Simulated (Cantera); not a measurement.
Charge: 1 mol CaCO3, 0.16 mol H2, at 0.00210 bar.

These are equilibrium values from Cantera (NASA tables, ideal gas, pure condensed phases), not measurements of a reactor. Candidate condensed phases: C, C6H6, C7H8, C8H18, Ca, CaCO3, CaO, Ca(OH)2, H2O; 115 gas species. The numbers say what is thermodynamically allowed, not how fast it happens.

x: gas mole fraction; n: condensed amount in mol.

```tsv
T (K)	x CO2	x CO	x H2O	x H2	x O2	n CaO(s)
1100	0.743	0.119	0.119	0.0188	<1e-12	1.00
1250	0.738	0.125	0.125	___	___	1.00
1400	0.734	0.128	0.128	0.0102	1.52e-8	1.00
1550	0.732	0.130	0.130	___	___	1.00
1700	0.731	0.131	0.131	0.00687	6.97e-5	1.000
1850	0.724	0.135	0.130	0.00605	0.00159	1.000
2000	0.683	0.161	0.124	0.00642	0.0149	1.000
```

What belongs in the gaps?


- 1550, x H2: 0.00821
- 1550, x O2: 1.55e-6
- 1250, x H2: 0.0134
- 1250, x O2: 4.87e-11
